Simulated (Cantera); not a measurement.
## Roasting and sulfation: MgCO₃ + SO₃ + H₂O

Charge: 1 mol MgCO₃, 2.3 mol SO₃, 0.064 mol H₂O, held at 948 K and 12.0 bar.

These are equilibrium values from Cantera (NASA tables, ideal gas, pure condensed phases), not measurements of a reactor. Candidate condensed phases: C, C₆H₆, C₇H₈, C₈H₁₈, H₂O, H₂SO₄, Mg, MgCO₃, MgO, Mg(OH)₂, MgS, MgSO₄, S; 130 gas species. Kinetics and transport are ignored.

x(CO₂): 0.396
x(SO₃): 0.386
x(SO₂): 0.128
x(O₂): 0.0640
x(H₂O): 0.0245
x(H₂SO₄): 0.000881
n(MgSO₄(s)): 1.00 mol
gas amount: 2.523 mol
log10 activity of H₂SO₄(l) (absent): -3.34
log10 activity of MgCO₃(s) (absent): -8.55
log10 activity of S(l) (absent): -16.02
